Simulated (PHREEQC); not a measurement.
Consider water at 20 °C with 0.63 mol CaCl2, 0.11 mol SrCl2 and 3.1e-05 mol H4SiO4 per kg of water. Closed to the air; pH follows from the charge balance.

Equilibrium calculation in PHREEQC: Pitzer model, pitzer.dat.

Each row changes one thing in this solution. This is a speciation only: nothing precipitates in the calculation.

```csv
case,pH,H3SiO4- (mol/kgw),SI of SiO2(a) (SiO2)
as made,6.55,7.79e-8,-1.64
diluted 10-fold with water,?,6.47e-9,?
temperature from 20 to 15 °C,6.62,7.52e-8,?
```

Task: Fill in the missing entries.

Result: 
- diluted 10-fold with water, pH: 7.00
- diluted 10-fold with water, SI of SiO2(a) (SiO2): -2.79
- temperature from 20 to 15 °C, SI of SiO2(a) (SiO2): -1.59

In brines, pH and single-ion activities rest on the MacInnes convention.
